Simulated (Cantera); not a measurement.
Input: 1 mol V, 3.6 mol N2, 290 mol H2, held at 1375 °C.

Equilibrium computed with Cantera from the NASA thermochemical tables; the gas is ideal and each condensed phase is pure. Candidate condensed phases: V, VN; 11 gas species. VN: taken at fixed stoichiometry. Condensed phases not in the tables: V2N, N, O or C dissolved in the metal. Equilibrium is a limit: real reactors are often held back by kinetics, nucleation or transport.

log p: log10 of the partial pressure in bar; n: condensed amount in mol.

```tsv
P (Pa)	log p H2	log p H	log p N2	log p V	log p NH3	log p NH2	n V(s)	n VN(s)
0.100	-6.05	-7.07	-7.93	-8.49	[?]	-17.97	0	0
2.50	-4.62	-6.36	-6.52	-8.46	[?]	-15.83	0.959	0
63	-3.21	-5.65	-5.11	-8.46	[?]	-13.72	0.998	0
1600	-1.80	-4.95	-3.77	-9.09	[?]	-11.65	0	1.000
40000	-0.40	-4.25	-2.37	-9.79	[?]	-9.55	0	1.00
1000000	1.00	-3.55	-0.98	-10.48	[?]	-7.45	0	1.00
```

Q: Some entries are withheld; supply them.

A: 
- 0.100, log p NH3: -17.42
- 2.50, log p NH3: -14.57
- 63, log p NH3: -11.75
- 1600, log p NH3: -8.97
- 40000, log p NH3: -6.18
- 1000000, log p NH3: -3.38
